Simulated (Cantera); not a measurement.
An isothermal, constant-pressure homogeneous reactor starts with CH4 : H2 : N2 = 0.038 : 1 : 0.0042 (molar parts), at 2225 K and 13300 Pa.

Cantera simulation using GRI-Mech 3.0 (53 species, 325 reactions); the numbers are that mechanism's predictions, not measurements. GRI-Mech 3.0 stops at C3 and has no aromatics, soot or wall deposition, so with more carbon than oxygen in the feed, carbon stays in small species such as C2H2 where larger ones or solid carbon would form.

**Question.** Predict: x(CH4) at 200 s; x(H2) at 200 s; x(C2H) at 200 s; x(C2H2) at 200 s; x(C2H4) at 200 s.

**Answer.** 
```
Property                                            Value
----------------  ---------------------------------------
x(CH4) at 200 s   7.43e-5 (gas-phase equilibrium 7.14e-5)
x(H2) at 200 s        0.961 (gas-phase equilibrium 0.961)
x(C2H) at 200 s   1.13e-5 (gas-phase equilibrium 1.04e-5)
x(C2H2) at 200 s    0.0168 (gas-phase equilibrium 0.0154)
x(C2H4) at 200 s  4.67e-6 (gas-phase equilibrium 4.27e-6)
```
